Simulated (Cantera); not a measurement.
Input: 1 mol n-butane, 0.14 mol CO₂, 3.2 mol H₂, equilibrated at 2525 °C and 63800 Torr.

Method: chemical equilibrium by Gibbs-energy minimisation in Cantera with the NASA 1993 tables (ideal gas, pure condensed phases). Candidate condensed phases: C, C₆H₆, C₇H₈, C₈H₁₈, H₂O; 110 gas species. The ideal-gas law is rough above about 30 bar. Equilibrium is a limit: real reactors are often held back by kinetics, nucleation or transport.

Base state: H₂ 0.918, CO 0.0331, C₂H₂ (acetylene) 0.0304, H 0.00845, CH₄ 0.00704, CH₃ 0.00108, C₂H₄ 0.000674, C₄H₂ 0.000420 (mole fractions); condensed: C(graphite).

### Question
What changes in the equilibrium state with this change: CO₂ from 0.14 to 0.42 mol?

### Answer
```csv
species,before,after
H₂,0.918,0.861
CO,0.0331,0.0931
C₂H₂ (acetylene),0.0304,0.0286
H₂O,3.27e-5,8.62e-5
C₃H₄ (propyne),6.65e-5,5.86e-5
"C(graphite), mol",3.24,2.97
```
